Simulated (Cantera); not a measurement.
Feed: 1 mol Si2H6, a varied amount of Cl2, 9.1 mol H2, equilibrated at 1625 K and 0.150 bar.

These are equilibrium values from Cantera (NASA tables, ideal gas, pure condensed phases), not measurements of a reactor. Candidate condensed phases: Si; 19 gas species. The feed counts by its element totals alone. Kinetics and transport are ignored.

What share of the Si ends up in condensed phases as a function of n(Cl2) (mol), at 0.025, 0.072, 0.12, 0.17, 0.21, 0.26, 0.31, 0.35?


```csv
n(Cl2) (mol),Si condensed (%),as
0.025,100.0,Si(s)
0.072,99.7,Si(s)
0.12,99.3,Si(s)
0.17,98.7,Si(s)
0.21,98.2,Si(s)
0.26,97.4,Si(s)
0.31,96.5,Si(s)
0.35,95.8,Si(s)
```
